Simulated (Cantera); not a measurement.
An adiabatic, constant-volume homogeneous reactor starts with CH₄ : CO : O₂ : N₂ = 1 : 0.88 : 2.03 : 7.65 (molar parts), equivalence ratio 1.2, at 1050 K and 101000 Pa. Integrator tolerance rtol = 1e-08.

Cantera simulation using GRI-Mech 3.0 (53 species, 325 reactions); the numbers are that mechanism's predictions, not measurements.

### Question
What does this change do: pressure from 101000 Pa to 500000 Pa?

### Answer
| quantity | before | after |
|---|---|---|
| temperature at 0.500 s | 1060 K | 2931 K |
| equilibrium temperature | 2814 K | 2931 K |
| x(CH₄) at 0.500 s | 0.0856 (gas-phase equilibrium <1e-12) | <1e-12 (gas-phase equilibrium <1e-12) |
| x(CO) at 0.500 s | 0.0760 (gas-phase equilibrium 0.0805) | 0.0756 (gas-phase equilibrium 0.0756) |
| x(O₂) at 0.500 s | 0.175 (gas-phase equilibrium 0.00891) | 0.00584 (gas-phase equilibrium 0.00584) |
| x(C₂H₂) at 0.500 s | 7.14e-9 (gas-phase equilibrium <1e-12) | <1e-12 (gas-phase equilibrium <1e-12) |
| x(HCN) at 0.500 s | <1e-12 (gas-phase equilibrium 7.76e-9) | 2.94e-8 (gas-phase equilibrium 2.94e-8) |
| x(HCO) at 0.500 s | 5.10e-11 (gas-phase equilibrium 1.55e-7) | 4.00e-7 (gas-phase equilibrium 4.00e-7) |
| x(H) at 0.500 s | 2.11e-9 (gas-phase equilibrium 0.00740) | 0.00454 (gas-phase equilibrium 0.00454) |
| time of steepest temperature rise | not reached | 0.206 s |

### Question
What does this change do: 0.18 parts C2H6 added?

### Answer
| quantity | before | after |
|---|---|---|
| temperature at 0.500 s | 1060 K | 2777 K |
| equilibrium temperature | 2814 K | 2777 K |
| x(CH₄) at 0.500 s | 0.0856 (gas-phase equilibrium <1e-12) | <1e-12 (gas-phase equilibrium <1e-12) |
| x(CO) at 0.500 s | 0.0760 (gas-phase equilibrium 0.0805) | 0.123 (gas-phase equilibrium 0.123) |
| x(O₂) at 0.500 s | 0.175 (gas-phase equilibrium 0.00891) | 0.00131 (gas-phase equilibrium 0.00131) |
| x(C₂H₂) at 0.500 s | 7.14e-9 (gas-phase equilibrium <1e-12) | <1e-12 (gas-phase equilibrium <1e-12) |
| x(HCN) at 0.500 s | <1e-12 (gas-phase equilibrium 7.76e-9) | 4.04e-8 (gas-phase equilibrium 4.04e-8) |
| x(HCO) at 0.500 s | 5.10e-11 (gas-phase equilibrium 1.55e-7) | 3.39e-7 (gas-phase equilibrium 3.39e-7) |
| x(H) at 0.500 s | 2.11e-9 (gas-phase equilibrium 0.00740) | 0.00976 (gas-phase equilibrium 0.00976) |
| time of steepest temperature rise | not reached | 33.8 ms |
